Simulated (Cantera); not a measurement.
Charge: 1 mol trisilylamine, 0.3 mol N2, 4.9 mol NH3, held at 0.100 bar.

Equilibrium computed with Cantera from the NASA thermochemical tables; the gas is ideal and each condensed phase is pure. Candidate condensed phases: Si, Si3N4; 18 gas species. The feed counts by its element totals alone. Mutual solubility and eutectic melting of coexisting phases are not modelled. Gases not in the tables: Si2H6 and higher silanes. Equilibrium is a limit: real reactors are often held back by kinetics, nucleation or transport.

x: gas mole fraction; n: condensed amount in mol.

```
T (K)   x H2    x N2       x H      x Si    x SiH2  x NH3  n Si3N4(s)  n Si(l)
-----  -----  ------  --------  --------  --------  -----  ----------  -------
925    0.905  0.0954  7.83e-10    <1e-12    <1e-12      …        1.00        0
1025   0.905  0.0954   1.31e-8    <1e-12    <1e-12      …        1.00        0
1125   0.905  0.0954   1.34e-7    <1e-12    <1e-12      …        1.00        0
1225   0.905  0.0954   9.37e-7    <1e-12  6.06e-12      …        1.00        0
1325   0.905  0.0954   4.92e-6  2.03e-12  2.26e-10      …        1.00        0
1425   0.905  0.0954   2.05e-5  1.66e-10   5.06e-9      …        1.00        0
1525   0.905  0.0954   7.11e-5   7.59e-9   7.47e-8      …        1.00        0
1625   0.904  0.0954  0.000212   2.15e-7   7.89e-7      …       1.000        0
1725   0.904  0.0954  0.000558   4.10e-6   6.30e-6      …       1.000        0
1825   0.867   0.132   0.00130   4.55e-5   3.09e-5      …       0.726    0.821
```

Question: Fill in the missing entries.

Answer: 
- 925, x NH3: 2.64e-5
- 1025, x NH3: 1.32e-5
- 1125, x NH3: 7.38e-6
- 1225, x NH3: 4.53e-6
- 1325, x NH3: 2.99e-6
- 1425, x NH3: 2.09e-6
- 1525, x NH3: 1.53e-6
- 1625, x NH3: 1.16e-6
- 1725, x NH3: 9.12e-7
- 1825, x NH3: 8.12e-7
